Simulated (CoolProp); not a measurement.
Properties of propane along the isobar 1.01 bar.

The numbers come from the reference Helmholtz-energy equation of state, Lemmon 2009 in CoolProp.

| T (K) | phase | density (kg/m³) | cp (kJ/(kg K)) | cv (kJ/(kg K)) |
|---|---|---|---|---|
| 95.1 | liquid | 723.2 | 1.925 | 1.345 |
| 101.5 | liquid | 716.6 | 1.932 | 1.341 |
| 107.8 | liquid | 710.2 | 1.940 | 1.338 |
| 114.2 | liquid | 703.7 | 1.949 | 1.336 |
| 120.5 | liquid | 697.3 | 1.958 | 1.335 |
| 126.9 | liquid | 690.9 | 1.967 | 1.334 |
| 133.2 | liquid | 684.5 | 1.977 | 1.335 |
| 139.6 | liquid | 678.0 | 1.988 | 1.335 |
| 145.9 | liquid | 671.7 | 1.998 | 1.336 |
| 152.3 | liquid | 665.2 | 2.010 | 1.338 |
| 158.6 | liquid | 658.8 | 2.022 | 1.341 |
| 165 | liquid | 652.2 | 2.036 | 1.344 |
| 171.4 | liquid | 645.6 | 2.050 | 1.349 |
| 177.7 | liquid | 639.1 | 2.064 | 1.354 |
| 184.1 | liquid | 632.4 | 2.081 | 1.361 |
